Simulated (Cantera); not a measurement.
Diamond growth

A diamond (100) surface in a fixed gas of H2 with x(CH4) = 0.0077, x(CH3) = 0.00086, at 1100 K, 4800 Pa; coverages are run to steady state.

Computed with Cantera and the Harris–Goodwin 1993 mechanism for the reconstructed diamond (100) surface.

```
x(H)     growth (µm/h)  θ c6HH  θ c6H*  θ c6*H   θ c6**   θ c6HM
-------  -------------  ------  ------  ------  -------  -------
0.0001           0.989   0.529  0.0201   0.319  0.00280   0.0795
0.00025           2.65   0.479  0.0221   0.350  0.00585   0.0896
0.00064           6.36   0.459  0.0233   0.369  0.00973   0.0889
0.0016            12.6   0.462  0.0244   0.387   0.0132   0.0732
0.0041            20.3   0.478  0.0258   0.408   0.0157   0.0472
0.01              26.3   0.493  0.0269   0.424   0.0173   0.0253
0.026             30.1   0.503  0.0277   0.434   0.0181   0.0112
0.066             31.9   0.507  0.0284   0.439   0.0186  0.00467
0.17              32.9   0.509  0.0296   0.439   0.0189  0.00187
```
θ: site fractions in the mechanism's names (c6HH fully hydrogenated, c6H* and c6*H radical sites, c6** diradical, c6HM methylated).
